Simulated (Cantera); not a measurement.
# Adiabatic ignition

An adiabatic, constant-pressure homogeneous reactor starts with H₂ : O₂ : N₂ = 1 : 0.25 : 2.06 (molar parts), at 1400 K and 780000 Pa.

Computed with Cantera and GRI-Mech 3.0 (53 species, 325 reactions). The hydrogen kinetics of GRI-Mech 3.0 are dated; newer H2 mechanisms differ, most at raised pressure.

```
t (s)     T (K)   x H₂      x O₂     x N₂O     x NO₂     x HO₂      x NO      x OH
--------  -----  -----  --------  --------  --------  --------  --------  --------
1.00e-6    1400  0.302    0.0755  1.31e-12    <1e-12   8.22e-7    <1e-12   7.83e-8
2.98e-6    1402  0.301    0.0751  3.48e-10    <1e-12  0.000101  4.68e-11   2.24e-5
8.91e-6    2279  0.151  0.000234   2.27e-8  7.24e-10   8.77e-7   2.45e-5   0.00423
2.66e-5    2417  0.160   2.21e-5   1.21e-8  4.38e-10   7.62e-8   3.05e-5   0.00149
7.94e-5    2449  0.162   4.23e-6   9.35e-9  3.26e-10   9.78e-9   3.14e-5  0.000690
0.000237   2454  0.162   2.93e-6   8.94e-9  3.18e-10   6.15e-9   3.27e-5  0.000583
0.000707   2454  0.162   2.92e-6   9.07e-9  3.70e-10   6.13e-9   3.81e-5  0.000582
0.00211    2453  0.162   2.92e-6   9.48e-9  4.95e-10   6.12e-9   5.10e-5  0.000582
0.00630    2453  0.162   2.91e-6   1.02e-8  6.64e-10   6.11e-9   6.84e-5  0.000582
0.0188     2453  0.162   2.91e-6   1.04e-8  7.07e-10   6.11e-9   7.29e-5  0.000581
0.0561     2453  0.162   2.91e-6   1.04e-8  7.08e-10   6.11e-9   7.30e-5  0.000581
0.168      2453  0.162   2.91e-6   1.04e-8  7.08e-10   6.11e-9   7.30e-5  0.000581
0.500      2453  0.162   2.91e-6   1.04e-8  7.08e-10   6.11e-9   7.30e-5  0.000581
```
x: mole fraction; the columns are a selection and need not sum to one.

- time of steepest temperature rise: 4.70 µs
- temperature at 0.500 s: 2453 K
- equilibrium temperature: 2453 K
- x(H₂) at 0.500 s: 0.162 (gas-phase equilibrium 0.162)
- x(O₂) at 0.500 s: 2.91e-6 (gas-phase equilibrium 2.91e-6)
- x(N₂O) at 0.500 s: 1.04e-8 (gas-phase equilibrium 1.04e-8)
